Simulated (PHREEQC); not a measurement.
Make-up at 61 °C: 0.0018 mol/kgw HF, 0.0032 mol/kgw KF and 0.012 mol/kgw H3PO4. Closed to the air; pH follows from the charge balance.

The numbers come from PHREEQC with the ion-association model, phreeqc.dat.

Each row changes one thing in this solution. No solid was allowed to form.

```
case                                          pH  ionic strength (mol/kgw)  H2PO4- (mol/kgw)  H3PO4 (mol/kgw)  HF (mol/kgw)  F- (mol/kgw)
------------------------------------------  ----  ------------------------  ----------------  ---------------  ------------  ------------
as made                                     2.42                   0.00733           0.00688          0.00512       0.00454      0.000442
diluted 10-fold with water                  3.08                         ?           0.00103         0.000175      0.000351      0.000149
diluted 5-fold with water                      ?                   0.00208           0.00187         0.000525      0.000794      0.000205
0.0019 mol/kgw K2SiO3 added                 2.67                   0.00950           0.00847          0.00353             ?      0.000620
H3PO4 from 0.012 to 0.006 mol/kgw           2.73                   0.00521           0.00438          0.00162       0.00416      0.000812
HF left out                                 2.43                   0.00724           0.00694          0.00506       0.00290      0.000289
temperature from 61 to 75 °C                2.45                   0.00707                 ?          0.00530       0.00462      0.000361
HF replaced by H2SiF6 at the same molality  2.30                   0.00965           0.00611          0.00589       0.00748      0.000563
```

Q: Complete the blanks.

A: 
- diluted 10-fold with water, ionic strength (mol/kgw): 0.00118
- diluted 5-fold with water, pH: 2.86
- 0.0019 mol/kgw K2SiO3 added, HF (mol/kgw): 0.00356
- temperature from 61 to 75 °C, H2PO4- (mol/kgw): 0.00670

Complexes and solids missing from the database can't appear. Some of these states are supersaturated (in Quartz (slow to form), Chalcedony (slow to form), for instance). At this temperature some constants are extrapolated from 25 °C, and those without enthalpy data are left unchanged. SiF6-2 is the database's only silicon fluoride.
